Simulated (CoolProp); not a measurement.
Vapour-liquid equilibrium of benzene (1) + toluene (2) at 483.8 K; x and y are mole fractions of (1).

Values from CoolProp's multi-fluid Helmholtz-energy mixture model, Thol 2012 and Lemmon 2006; pair parameters Bell 2016.

```tsv
x	bubble pressure, mixture model (bar)	bubble pressure, Raoult's law (bar)	y, mixture model	y, Raoult's law
0.05	9.384	9.422	0.079	0.090
0.125	9.933	10.02	0.188	0.212
0.2	10.49	10.62	0.288	0.320
0.275	11.06	11.22	0.380	0.417
0.35	…	11.82	0.465	0.504
0.425	12.22	12.41	0.543	0.582
0.5	12.81	13.01	0.616	0.653
0.575	13.41	13.61	0.684	0.718
0.65	…	14.21	…	0.778
0.725	14.65	14.81	0.808	0.832
0.8	15.27	15.41	0.864	0.883
0.875	15.91	16.00	0.917	0.930
0.95	16.56	16.60	0.968	0.973
```

What belongs in the gaps?


- 0.35, bubble pressure, mixture model (bar): 11.63
- 0.65, bubble pressure, mixture model (bar): 14.03
- 0.65, y, mixture model: 0.748

The largest gap from Raoult's law is -1.5 % in bubble pressure, at x = 0.425. No azeotrope shows between x = 0.05 and 0.95.

Pair parameters are fitted to limited data, so mixtures are less certain than the pure fluids.
